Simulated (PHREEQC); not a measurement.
A solution holds 0.0017 mol/kgw TMAH and 0.21 mol/kgw CuSO4, at 25 °C. Closed to the air; pH follows from the charge balance.

Model: ion-association model, wateq4f.dat, run in PHREEQC.

Task: The ionic strength comes out as 0.400 mol/kgw. What activity coefficients do Cu+2, H+, Cu2(OH)2+2, HSO4-, CuOH+ get?

Result: Cu+2 0.27, H+ 0.77, Cu2(OH)2+2 0.28, HSO4- 0.68, CuOH+ 0.67.

Precipitation was switched off in this run. The solution is supersaturated, for example in Antlerite, Brochantite, so a real one may precipitate; this is no full list. Complexes and solids missing from the database can't appear. (CH3)4N+ isn't in the database: it is added as a free cation with an ion size of 4 Å.
